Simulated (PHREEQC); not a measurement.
# Hard or scaling water: an equilibrium model

Solution (45 °C): 11 mmol/kgw CaSO4, 1.1 mmol/kgw Na2HPO4 and 0.037 mmol/kgw MgSO4. Closed to the air; pH follows from the charge balance.

Computed with PHREEQC (ion-association model, phreeqc.dat).

```yaml
pH: 7.61
ionic_strength: 0.0324 mol/kgw
specific_conductance: 2710 µS/cm
total_alkalinity: 1.10 meq/kg
```

```
species  molality  activity   log γ
-------  --------  --------  ------
SO4-2     0.00791   0.00401  -0.295
Ca+2      0.00729   0.00376  -0.288
CaSO4     0.00306   0.00309   0.003
Na+       0.00215   0.00181  -0.074
CaHPO4   0.000547  0.000551   0.003
HPO4-2   0.000370  0.000189  -0.293
CaPO4-    8.86e-5   7.50e-5  -0.072
H2PO4-    7.98e-5   6.76e-5  -0.072
NaSO4-    4.85e-5   4.11e-5  -0.072
```

This is a speciation only: nothing precipitates in the calculation. Saturation is exceeded, for instance for Hydroxyapatite; the values hold only as long as no solid forms. At this temperature some constants are extrapolated from 25 °C, and those without enthalpy data are left unchanged.
